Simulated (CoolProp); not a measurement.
Vapour-liquid equilibrium of cyclohexane (1) + n-nonane (2) at 69.35 °C; x and y are mole fractions of (1).

Values from CoolProp's multi-fluid Helmholtz-energy mixture model, Zhou 2014 and Lemmon 2006; pair parameters Bell 2016.

Problem. Give the bubble pressure and the first vapour's composition at x = 0.25, 0.55, 0.85. Is there an azeotrope?

Solution. x = 0.25: 0.2229 bar, y = 0.787; x = 0.55: 0.4070 bar, y = 0.928; x = 0.85: 0.6081 bar, y = 0.984. No azeotrope shows between x = 0.05 and 0.95.

Pair parameters are fitted to limited data, so mixtures are less certain than the pure fluids. The gap from Raoult's law changes sign with composition, which may be real or a fault of the pair parameters; it wasn't checked against measurements.
